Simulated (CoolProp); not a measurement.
Neopentane along the isotherm 44.95 °C: Z from the reference equation and from simpler models built on Tc = 160.6 °C, pc = 31.96 bar, ω = 0.196; each cubic takes its own stable root.

Values from CoolProp's reference Helmholtz-energy equation of state, Lemmon 2006. It is a short technical equation, of lower accuracy than the large ones.

```json
[
 {"p (bar)": "3.69", "phase": "liquid", "reference": "0.01792"},
 {"p (bar)": "7.38", "phase": "liquid", "reference": "0.03579"},
 {"p (bar)": "11.1", "phase": "liquid", "reference": "0.05375"},
 {"p (bar)": "14.8", "phase": "liquid", "reference": "0.07156"},
 {"p (bar)": "18.4", "phase": "liquid", "reference": "0.08884"},
 {"p (bar)": "22.1", "phase": "liquid", "reference": "0.1066"},
 {"p (bar)": "25.8", "phase": "liquid", "reference": "0.1242"},
 {"p (bar)": "29.5", "phase": "liquid", "reference": "0.1418"},
 {"p (bar)": "33.2", "phase": "liquid", "reference": "0.1594"},
 {"p (bar)": "36.9", "phase": "liquid", "reference": "0.1769"},
 {"p (bar)": "40.6", "phase": "liquid", "reference": "0.1944"},
 {"p (bar)": "44.3", "phase": "liquid", "reference": "0.2118"},
 {"p (bar)": "47.9", "phase": "liquid", "reference": "0.2288"}
]
```

Question: How far does each simpler model (Redlich-Kwong, Peng-Robinson) lie from the reference over these 13 states: mean and median of the absolute difference, and the worst?

Answer: 
- Redlich-Kwong: mean 386.0 %, median 9.0 %, worst +4910.6 % at 44.95 °C and 3.69 bar
- Peng-Robinson: mean 6.3 %, median 6.3 %, worst -6.7 % at 44.95 °C and 47.9 bar

At some of these states Redlich-Kwong gives the other phase, because its saturation line lies elsewhere.
